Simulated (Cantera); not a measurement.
Charge: 1 mol SiH₄, 0.44 mol H₂O, 74 mol N₂, equilibrated at 1575 K and 7.40 Pa.

These are equilibrium values from Cantera (NASA tables, ideal gas, pure condensed phases), not measurements of a reactor. Candidate condensed phases: H₂O, Si, SiO₂, Si₂N₂O, Si₃N₄; 35 gas species. The numbers say what is thermodynamically allowed, not how fast it happens.

Base state: N₂ 0.961, H₂ 0.0313, SiO 0.00572, H 0.000854, Si 0.000776, Si₂N 1.01e-5 (mole fractions); condensed: Si(s).

Q: What changes in the equilibrium state with this change: temperature from 1575 K to 1648.15 K?

A: 
```json
[
 {"species": "N₂", "before": "0.961", "after": "0.958"},
 {"species": "H₂", "before": "0.0313", "after": "0.0307"},
 {"species": "SiO", "before": "0.00572", "after": "0.00570"},
 {"species": "Si", "before": "0.000776", "after": "0.00349"},
 {"species": "H", "before": "0.000854", "after": "0.00182"},
 {"species": "Si₂", "before": "1.65e-6", "after": "1.16e-5"},
 {"species": "Si₂N", "before": "1.01e-5", "after": "3.74e-5"},
 {"species": "Si(s), mol", "before": "0.498", "after": "0.280"}
]
```
The tables' values for SiN are old estimates; treat these amounts as uncertain.

Q: What changes in the equilibrium state with this change: pressure from 7.40 Pa to 13.3 mbar?

A: 
```
species           before    after
--------------  --------  -------
N₂                 0.961    0.968
H₂                0.0313   0.0321
SiO              0.00572  9.06e-5
Si₂N             1.01e-5  2.79e-9
Si              0.000776  2.61e-7
H               0.000854  6.45e-5
Si(s), mol         0.498        0
Si₂N₂O(s), mol         0    0.433
Si₃N₄(s), mol          0   0.0423
```
Mutual solubility and eutectic melting of coexisting phases are not modelled.
